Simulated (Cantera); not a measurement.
A freely propagating, adiabatic, planar premixed flame of H₂ : O₂ : N₂ = 1 : 0.5 : 1.75 (molar parts), unburnt at 475 K and 1.20 bar; mixture-averaged transport, grid criteria slope 0.08 and curve 0.16, no radiation.

Cantera simulation using the H2/O2 subset of GRI-Mech 3.0, which has no nitrogen chemistry; the numbers are that mechanism's predictions, not measurements. Burning velocities carry a grid error of a few per cent, more on coarse grids.

Problem. How do the results move with these cheaper or finer settings: unity-Lewis-number transport; multicomponent transport; multicomponent+Soret transport; grid criteria slope 0.5, curve 1; grid criteria slope 0.25, curve 0.5; grid criteria slope 0.03, curve 0.06?

Solution. 
| setting | laminar burning velocity | thermal thickness | peak x(OH) | peak x(H) | grid points |
|---|---|---|---|---|---|
| as above | 531 cm/s | 0.331 mm | 0.0191 | 0.0539 | 113 |
| unity-Lewis-number transport | 361 cm/s | 0.260 mm | 0.0191 | 0.0614 | 108 |
| multicomponent transport | 521 cm/s | 0.330 mm | 0.0191 | 0.0537 | 113 |
| multicomponent+Soret transport | 488 cm/s | 0.323 mm | 0.0190 | 0.0515 | 113 |
| grid criteria slope 0.5, curve 1 | 599 cm/s | 0.413 mm | 0.0194 | 0.0550 | 35 |
| grid criteria slope 0.25, curve 0.5 | 548 cm/s | 0.356 mm | 0.0192 | 0.0546 | 56 |
| grid criteria slope 0.03, curve 0.06 | 524 cm/s | 0.324 mm | 0.0190 | 0.0537 | 256 |
Unity Lewis numbers drop preferential diffusion, which matters most where H2 and H carry the flame; Soret adds thermal diffusion.
